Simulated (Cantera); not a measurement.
Input: 1 mol AlCl3, 38 mol H2O, 13 mol N2, at 1375 °C and 10000 Pa.

Method: chemical equilibrium by Gibbs-energy minimisation in Cantera with the NASA 1993 tables (ideal gas, pure condensed phases). Candidate condensed phases: Al, AlCl3, AlN, Al2O3, H2O, NH4Cl; 45 gas species. Gases not in the tables: Al(OH)3. The numbers say what is thermodynamically allowed, not how fast it happens.

Base state: H2O 0.694, N2 0.247, HCl 0.0567, H2 0.00122, O2 0.000428, Cl 0.000359, OH 0.000252, NO 5.99e-5 (mole fractions); condensed: Al2O3(s).

Problem. What changes in the equilibrium state with this change: temperature from 1375 °C to 1752 °C?

Solution. 
| species | before | after |
|---|---|---|
| H2O | 0.694 | 0.677 |
| N2 | 0.247 | 0.245 |
| HCl | 0.0567 | 0.0544 |
| H2 | 0.00122 | 0.0117 |
| OH | 0.000252 | 0.00398 |
| O | 1.66e-6 | 0.000163 |
| H | 9.85e-6 | 0.000658 |
| NO | 5.99e-5 | 0.000635 |
| O2 | 0.000428 | 0.00405 |
| Al2O3(s), mol | 0.500 | 0.500 |
